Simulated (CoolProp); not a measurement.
Vapour pressure (bar) of R143a: the reference equation beside estimates from Tc = 72.7 °C, pc = 37.62 bar, ω = 0.261.

Model: reference Helmholtz-energy equation of state, Lemmon and Jacobsen 2000, in CoolProp.

| T (°C) | reference | Redlich-Kwong | Soave-Redlich-Kwong |
|---|---|---|---|
| 2.35 | 6.663 | [?] | 6.758 |
| 6.95 | 7.650 | 10.09 | 7.770 |
| 11.55 | 8.743 | 11.30 | 8.890 |
| 16.25 | 9.977 | 12.63 | 10.15 |
| 20.85 | 11.31 | 14.03 | 11.52 |
| 25.55 | 12.80 | 15.57 | 13.04 |
| 30.15 | [?] | 17.18 | 14.67 |
| 34.75 | 16.14 | 18.90 | [?] |
| 39.45 | 18.08 | [?] | 18.42 |

**Question.** Fill in the missing entries.

**Answer.** 
- 2.35, Redlich-Kwong: 8.973
- 30.15, reference: 14.39
- 34.75, Soave-Redlich-Kwong: 16.45
- 39.45, Redlich-Kwong: 20.78

Absolute difference from the reference over all 9 rows, mean and median: Redlich-Kwong 24.4 and 24.0 %, Soave-Redlich-Kwong 1.8 and 1.9 %.
